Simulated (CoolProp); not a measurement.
Vapour-liquid equilibrium of n-pentane (1) + the fluoroketone C6F12O (FK-5-1-12) (2) at 33.15 °C; x and y are mole fractions of (1).

Values from CoolProp's multi-fluid Helmholtz-energy mixture model, Thol 2019 and McLinden 2015; pair parameters Bell 2016.

Q: Give the bubble pressure and the first vapour's composition at x = 0.2, 0.5, 0.95. Is there an azeotrope?

A: x = 0.2: 98.31 kPa, y = 0.517; x = 0.5: 117.7 kPa, y = 0.659; x = 0.95: 105.1 kPa, y = 0.839. y crosses x between x = 0.65 and 0.8: the model has an azeotrope there.

Pair parameters are fitted to limited data, so mixtures are less certain than the pure fluids. With so large a gap from Raoult's law the liquid may split in two, which this calculation doesn't test in full.
